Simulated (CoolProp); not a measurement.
Model: reference Helmholtz-energy equation of state, Lemmon 2016, in CoolProp.

Task: For R227EA, give the phase and the isothermal compressibility (1/MPa), expansivity (1/kK) at 326.2 K and 847 kPa.

Result: 
- 326.2 K and 847 kPa: gas; isothermal compressibility 1.54, expansivity 6.66
